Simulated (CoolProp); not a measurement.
The fluid at 293.15 K and 11 MPa is throttled through a valve to 7.65 MPa with no heat exchange. The same conditions are run with several fluids, on thermodynamics alone (safety and materials aside).

The numbers come from the reference Helmholtz-energy equation of state of each fluid (R407C: Lemmon 2003; propyne: Polt 1992; R115: Lemmon 2016; R13: Platzer 1990; n-hexane: Thol 2019) in CoolProp. The equations of Platzer and Polt are older, rougher fits. Blends and air are pseudo-pure fits.

```tsv
fluid	temperature change (K)	final density (kg/m³)
R407C	?	1200
propyne	+0.8	?
R115	+0.5	?
R13	-1.3	1100
n-hexane	+1.4	666
```

### Question
Fill in the missing entries.

### Answer

- R407C, temperature change (K): +0.3
- propyne, final density (kg/m³): 628
- R115, final density (kg/m³): 1370
